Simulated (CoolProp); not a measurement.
Vapour-liquid equilibrium of n-hexane (1) + hexamethyldisiloxane (MM) (2) at 259 K; x and y are mole fractions of (1).

Model: multi-fluid Helmholtz-energy mixture model, Thol 2019 and Thol 2016; pair parameters Bell 2016, in CoolProp.

Give the bubble pressure and the first vapour's composition at x = 0.05, 0.25, 0.45. Is there an azeotrope?

x = 0.05: 0.6177 kPa, y = 0.195; x = 0.25: 0.9773 kPa, y = 0.596; x = 0.45: 1.365 kPa, y = 0.791. No azeotrope shows between x = 0.05 and 0.95.

The pair parameters rest on a limited set of measurements; away from them the model extrapolates.
